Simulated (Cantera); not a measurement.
Input: 1 mol MgO, 1 mol Br2, equilibrated at 898 K and 12000 Pa.

Cantera equilibrium calculation (NASA polynomials, part measured and part estimated; ideal gas, pure solids and liquids). Candidate condensed phases: Br2, Mg, MgBr2, MgO; 10 gas species. The numbers say what is thermodynamically allowed, not how fast it happens.

Base state: Br2 0.996, Br 0.00434 (mole fractions); condensed: MgO(s).

Question: What changes in the equilibrium state with this change: temperature from 898 K to 1073.15 K?

Answer: 
| species | before | after |
|---|---|---|
| Br2 | 0.996 | 0.963 |
| Br | 0.00434 | 0.0363 |
| MgBr2 | 3.43e-6 | 0.000154 |
| O2 | 1.72e-6 | 7.72e-5 |
| MgO(s), mol | 1.000 | 1.000 |
